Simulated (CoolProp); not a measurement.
Vapour-liquid equilibrium of R22 (1) + R123 (2) at 216.1 K; x and y are mole fractions of (1).

The numbers come from the multi-fluid Helmholtz-energy mixture model, Kamei 1995 and Younglove 1994; pair parameters Bell 2016 in CoolProp.

```json
[
 {"x": "0.05", "bubble pressure (MPa)": "0.003141", "y at the bubble point": "0.689", "dew pressure at overall composition x (MPa)": "0.001079", "liquid density (mol/L)": "11.06"},
 {"x": "0.125", "bubble pressure (MPa)": "0.006535", "y at the bubble point": "0.862", "dew pressure at overall composition x (MPa)": "0.001170", "liquid density (mol/L)": "11.39"},
 {"x": "0.2", "bubble pressure (MPa)": "0.01008", "y at the bubble point": "0.918", "dew pressure at overall composition x (MPa)": "0.001276", "liquid density (mol/L)": "11.73"},
 {"x": "0.275", "bubble pressure (MPa)": "0.01367", "y at the bubble point": "0.946", "dew pressure at overall composition x (MPa)": "0.001404", "liquid density (mol/L)": "12.10"},
 {"x": "0.35", "bubble pressure (MPa)": "0.01722", "y at the bubble point": "0.961", "dew pressure at overall composition x (MPa)": "0.001560", "liquid density (mol/L)": "12.48"},
 {"x": "0.425", "bubble pressure (MPa)": "0.02066", "y at the bubble point": "0.971", "dew pressure at overall composition x (MPa)": "0.001756", "liquid density (mol/L)": "12.88"},
 {"x": "0.5", "bubble pressure (MPa)": "0.02397", "y at the bubble point": "0.978", "dew pressure at overall composition x (MPa)": "0.002007", "liquid density (mol/L)": "13.30"},
 {"x": "0.575", "bubble pressure (MPa)": "0.02714", "y at the bubble point": "0.983", "dew pressure at overall composition x (MPa)": "0.002343", "liquid density (mol/L)": "13.75"},
 {"x": "0.65", "bubble pressure (MPa)": "0.03019", "y at the bubble point": "0.987", "dew pressure at overall composition x (MPa)": "0.002813", "liquid density (mol/L)": "14.22"},
 {"x": "0.725", "bubble pressure (MPa)": "0.03316", "y at the bubble point": "0.991", "dew pressure at overall composition x (MPa)": "0.003521", "liquid density (mol/L)": "14.71"},
 {"x": "0.8", "bubble pressure (MPa)": "0.03610", "y at the bubble point": "0.993", "dew pressure at overall composition x (MPa)": "0.004705", "liquid density (mol/L)": "15.24"},
 {"x": "0.875", "bubble pressure (MPa)": "0.03907", "y at the bubble point": "0.996", "dew pressure at overall composition x (MPa)": "0.007098", "liquid density (mol/L)": "15.81"},
 {"x": "0.95", "bubble pressure (MPa)": "0.04214", "y at the bubble point": "0.998", "dew pressure at overall composition x (MPa)": "0.01453", "liquid density (mol/L)": "16.41"}
]
```

No azeotrope shows between x = 0.05 and 0.95.

The pair parameters rest on a limited set of measurements; away from them the model extrapolates. The gap from Raoult's law changes sign with composition, which may be real or a fault of the pair parameters; it wasn't checked against measurements.
